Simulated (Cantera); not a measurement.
# Low-pressure radical oxidation in H2/O2

An isothermal, constant-pressure homogeneous reactor starts with H2 : O2 = 0.0065 : 1 (molar parts), at 1325 K and 20.0 Torr.

Detailed kinetics in Cantera: the H2/O2 subset of GRI-Mech 3.0, which has no nitrogen chemistry. Radical loss at walls, strong at low pressure, is not modelled.

```tsv
t (s)	x H2	x O2	x H	x O	x H2O2
1.00e-6	0.00646	0.994	9.62e-11	3.87e-12	<1e-12
4.06e-6	0.00646	0.994	3.48e-10	5.90e-11	<1e-12
1.65e-5	0.00646	0.994	9.40e-10	7.32e-10	<1e-12
6.71e-5	0.00646	0.994	1.60e-9	5.86e-9	<1e-12
0.000273	0.00646	0.994	4.10e-9	4.32e-8	9.93e-12
0.00111	0.00646	0.994	9.05e-8	1.40e-6	1.39e-10
0.00451	0.000434	0.988	0.000222	0.00495	4.18e-8
0.0183	1.56e-5	0.988	0.000120	0.00514	1.63e-8
0.0745	1.07e-5	0.990	6.64e-5	0.00346	1.45e-8
0.303	3.62e-6	0.992	1.29e-5	0.00115	9.53e-9
1.23	5.19e-7	0.993	6.92e-7	0.000163	3.10e-9
5.00	5.49e-8	0.993	2.39e-8	1.72e-5	5.34e-10
```
x: mole fraction; the columns are a selection and need not sum to one.

Equilibrium at this temperature and pressure: H2 5.37e-9, O2 0.994, H 7.39e-10, O 1.69e-6, H2O2 6.97e-11 (gas phase only).
